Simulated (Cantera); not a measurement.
Mixture: CH4 : O2 : N2 : CO2 = 1 : 1.43 : 8.14 : 2.1 (molar parts), at 38.0 bar, adiabatic and at constant pressure. Ignition delay is the time to a rise of 400 K.

Computed with Cantera and GRI-Mech 3.0 (53 species, 325 reactions). The pressure lies above the range GRI-Mech 3.0 was tuned for (to about 10 atm).

Problem. Predict: delay at 1298 K; delay at 1373 K; delay at 1448 K; delay at 1523 K; delay at 1598 K; delay at 1673 K; apparent activation energy between 1523 and 1673 K.

Solution. 
| Item | Result |
|---|---|
| delay at 1298 K | 0.745 ms |
| delay at 1373 K | 0.370 ms |
| delay at 1448 K | 0.192 ms |
| delay at 1523 K | 0.102 ms |
| delay at 1598 K | 55.3 µs |
| delay at 1673 K | 30.4 µs |
| apparent activation energy between 1523 and 1673 K | 170 kJ/mol |
